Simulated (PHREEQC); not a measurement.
Dissolve 0.0075 mol HF, 0.0089 mol H2SiF6, 0.0022 mol HBF4 and 0.00017 mol H2SO4 per kg of water at 25 °C. Closed to the air; pH follows from the charge balance.

Equilibrium calculation in PHREEQC: ion-association model, phreeqc.dat.

The ionic strength comes out as 0.0293 mol/kgw. What activity coefficients do H+, BF4-, BF2(OH)2-, BF3OH-, SiF6-2 get?

H+ 0.87, BF4- 0.85, BF2(OH)2- 0.85, BF3OH- 0.85, SiF6-2 0.53.

This is a speciation only: nothing precipitates in the calculation. SiF6-2 is the database's only silicon fluoride. Real BF4- forms and hydrolyses slowly; the run takes it at equilibrium.
